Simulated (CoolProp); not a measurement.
Model: reference Helmholtz-energy equation of state, Colonna 2008, in CoolProp. It is a short technical equation, of lower accuracy than the large ones.

**Question.** Give the vapour pressure (MPa), liquid density (kg/m³), vapour density (kg/m³), enthalpy of vaporisation (kJ/kg) of saturated dodecamethylcyclohexasiloxane (D6) at 292.15, 306.45 °C.

**Answer.** 
```
T (°C)  p (MPa)  liquid density (kg/m³)  vapour density (kg/m³)  enthalpy of vaporisation (kJ/kg)
------  -------  ----------------------  ----------------------  --------------------------------
292.15    0.261                     628                    31.0                              82.5
306.45    0.337                     600                    41.3                              76.3
```
